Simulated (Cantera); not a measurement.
Feed: 1 mol Pb, a varied amount of O2, 9.5 mol H2, 24 mol CO, equilibrated at 0.500 bar.

Method: chemical equilibrium by Gibbs-energy minimisation in Cantera with the NASA 1993 tables (ideal gas, pure condensed phases). Candidate condensed phases: C, C6H6, C7H8, C8H18, H2O, Pb, PbO, PbO2, Pb3O4; 113 gas species. Rates play no part.

Stable condensed phases, one row left out:

```
T in °C \ n(O2) in mol
         0.085  0.12  0.18  0.26  0.38  0.56  0.82   1.2
   1352      A     A     A     A     A     A     A     A
   1277      A     A     A     A     A     A     A     A
   1202      A     A     A     A     A     A     A     A
   1127      B     B     B     B     B     B     B     B
   1052      B     B     B     B     B     B     B     B
    977      B     B     B     B     B     B     B     B
    902      C     C     B     B     B     B     B     B
    752      C     C     C     C     C     C     C     C
    677      C     C     C     C     C     C     C     C
```

A: gas only; B: Pb; C: C + Pb.

**Question.** Give the row for 827 °C.

**Answer.** 0.085: C + Pb; 0.12: C + Pb; 0.18: C + Pb; 0.26: C + Pb; 0.38: C + Pb; 0.56: Pb; 0.82: Pb; 1.2: Pb.
